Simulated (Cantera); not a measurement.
Charge: 1 mol (CH₃)₂SiCl₂, 0.98 mol HCl, 690 mol H₂, equilibrated at 2223 K and 0.00170 bar.

Method: chemical equilibrium by Gibbs-energy minimisation in Cantera with the NASA 1993 tables (ideal gas, pure condensed phases). The feed counts by its element totals alone. The numbers say what is thermodynamically allowed, not how fast it happens.

```csv
species,before,after
H₂,0.850,0.994
HCl,0.00354,0.00427
H,0.143,0.00216
Si,0.00124,1.88e-6
SiC₂,6.60e-5,1.03e-8
SiH,1.99e-5,1.42e-7
Cl,0.000433,7.27e-6
C₂H₂ (acetylene),0.00125,4.45e-5
"C(graphite), mol",0,0.939
"SiC(s), mol",0,0.998
```
Gas species are given as mole fractions.

Which change was made?
(A) (CH₃)₂SiCl₂ replaced by CH₃SiCl₃
(B) (CH₃)₂SiCl₂ replaced by Si(CH₃)₄
(C) H₂ from 690 to 26 mol
(D) temperature from 2223 K to 1648.15 K

D, temperature from 2223 K to 1648.15 K
